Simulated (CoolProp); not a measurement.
Computed with CoolProp (reference Helmholtz-energy equation of state, Lemmon 2006). It is a short technical equation, of lower accuracy than the large ones.

Question: For carbon monoxide, give the phase and the speed of sound (m/s) at 331.3 K and 4570 kPa; 201.2 K and 172 kPa.

Answer: 
- 331.3 K and 4570 kPa: supercritical; speed of sound 381
- 201.2 K and 172 kPa: gas; speed of sound 289
